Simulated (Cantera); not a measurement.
Input: 1 mol Al2O3, 2.5 mol Cl2, 1.7 mol O2, equilibrated at 700 °C and 90.0 Torr.

Method: chemical equilibrium by Gibbs-energy minimisation in Cantera with the NASA 1993 tables (ideal gas, pure condensed phases). Candidate condensed phases: Al, AlCl3, Al2O3; 17 gas species. Condensed phases not in the tables: AlOCl. Equilibrium is a limit: real reactors are often held back by kinetics, nucleation or transport.

Base state: Cl2 0.595, O2 0.405, Cl 0.000573 (mole fractions); condensed: Al2O3(s).

### Question
What changes in the equilibrium state with this change: pressure from 90.0 Torr to 0.345 Torr?

### Answer
```tsv
species	before	after
Cl2	0.595	0.588
O2	0.405	0.403
Cl	0.000573	0.00919
Al2O3(s), mol	1.00	1.00
```
